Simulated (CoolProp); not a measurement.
Vapour-liquid equilibrium of carbon dioxide (1) + CH3F (R41) (2) at 0.603 MPa; x and y are mole fractions of (1).

Values from CoolProp's multi-fluid Helmholtz-energy mixture model, Span 1996 and Lemmon 2006; pair parameters Bell 2016.

Q: Give the bubble temperature and the first vapour's composition at x = 0.35, 0.65, 0.8. Is there an azeotrope?

A: x = 0.35: 228.8 K, y = 0.459; x = 0.65: 224.7 K, y = 0.753; x = 0.8: 222.7 K, y = 0.873. No azeotrope shows between x = 0.05 and 0.95.

Pair parameters are fitted to limited data, so mixtures are less certain than the pure fluids.
